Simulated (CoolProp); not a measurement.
Methanol at 443.53 K and 0.57 MPa is throttled through a valve to 0.0549 MPa with no heat exchange. Each further row changes one setting.

Values from CoolProp's reference Helmholtz-energy equation of state, de Reuck 1993.

```json
[
 {"case": "as stated", "temperature change (K)": "(withheld)", "final density (kg/m³)": "(withheld)"},
 {"case": "outlet pressure 0.0165 MPa", "temperature change (K)": "(withheld)", "final density (kg/m³)": "(withheld)"},
 {"case": "outlet pressure 0.0714 MPa", "temperature change (K)": "(withheld)", "final density (kg/m³)": "0.643"}
]
```

### Question
What belongs in the gaps?

### Answer

- as stated, temperature change (K): -13.5
- as stated, final density (kg/m³): 0.494
- outlet pressure 0.0165 MPa, temperature change (K): -14.6
- outlet pressure 0.0165 MPa, final density (kg/m³): 0.148
- outlet pressure 0.0714 MPa, temperature change (K): -13.0
